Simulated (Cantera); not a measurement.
Gas mixture: N2 : NO = 0.11 : 0.77 (molar parts), at 6.50 bar, frozen composition.

Cantera's kinetic-theory transport with the Lennard-Jones parameters of GRI-Mech 3.0, ideal gas; thermal conductivity in the multicomponent form. The composition is frozen, though it would react at the higher temperatures.

D: mixture-averaged diffusion coefficient of that species in the mixture.

```json
[
 {"T (K)": "400", "ρ (kg/m³)": "5.82", "cp (J/kg/K)": "1004", "μ (µPa s)": "23.0", "λ (mW/m/K)": "32.5", "Pr": "0.711", "D (cm²/s) H": "?", "D (cm²/s) N2": "0.0528", "D (cm²/s) H2": "0.197"},
 {"T (K)": "650", "ρ (kg/m³)": "3.58", "cp (J/kg/K)": "1058", "μ (µPa s)": "32.2", "λ (mW/m/K)": "48.1", "Pr": "0.708", "D (cm²/s) H": "?", "D (cm²/s) N2": "0.121", "D (cm²/s) H2": "0.445"},
 {"T (K)": "900", "ρ (kg/m³)": "2.58", "cp (J/kg/K)": "1118", "μ (µPa s)": "39.9", "λ (mW/m/K)": "63.1", "Pr": "0.707", "D (cm²/s) H": "?", "D (cm²/s) N2": "0.208", "D (cm²/s) H2": "0.764"},
 {"T (K)": "1150", "ρ (kg/m³)": "2.02", "cp (J/kg/K)": "1158", "μ (µPa s)": "46.9", "λ (mW/m/K)": "76.8", "Pr": "0.707", "D (cm²/s) H": "?", "D (cm²/s) N2": "0.313", "D (cm²/s) H2": "1.15"},
 {"T (K)": "1400", "ρ (kg/m³)": "1.66", "cp (J/kg/K)": "1187", "μ (µPa s)": "53.2", "λ (mW/m/K)": "89.4", "Pr": "0.707", "D (cm²/s) H": "?", "D (cm²/s) N2": "0.435", "D (cm²/s) H2": "1.59"},
 {"T (K)": "1650", "ρ (kg/m³)": "1.41", "cp (J/kg/K)": "1209", "μ (µPa s)": "59.2", "λ (mW/m/K)": "101", "Pr": "0.706", "D (cm²/s) H": "?", "D (cm²/s) N2": "0.571", "D (cm²/s) H2": "2.09"},
 {"T (K)": "1900", "ρ (kg/m³)": "1.22", "cp (J/kg/K)": "1226", "μ (µPa s)": "64.9", "λ (mW/m/K)": "113", "Pr": "0.706", "D (cm²/s) H": "?", "D (cm²/s) N2": "0.721", "D (cm²/s) H2": "2.63"},
 {"T (K)": "2150", "ρ (kg/m³)": "1.08", "cp (J/kg/K)": "1238", "μ (µPa s)": "70.2", "λ (mW/m/K)": "123", "Pr": "0.706", "D (cm²/s) H": "?", "D (cm²/s) N2": "0.885", "D (cm²/s) H2": "3.23"},
 {"T (K)": "2400", "ρ (kg/m³)": "0.969", "cp (J/kg/K)": "1247", "μ (µPa s)": "75.4", "λ (mW/m/K)": "133", "Pr": "0.705", "D (cm²/s) H": "?", "D (cm²/s) N2": "1.06", "D (cm²/s) H2": "3.88"}
]
```

Fill in the missing entries.


- 400, D (cm²/s) H: 0.317
- 650, D (cm²/s) H: 0.731
- 900, D (cm²/s) H: 1.27
- 1150, D (cm²/s) H: 1.91
- 1400, D (cm²/s) H: 2.65
- 1650, D (cm²/s) H: 3.48
- 1900, D (cm²/s) H: 4.39
- 2150, D (cm²/s) H: 5.39
- 2400, D (cm²/s) H: 6.47
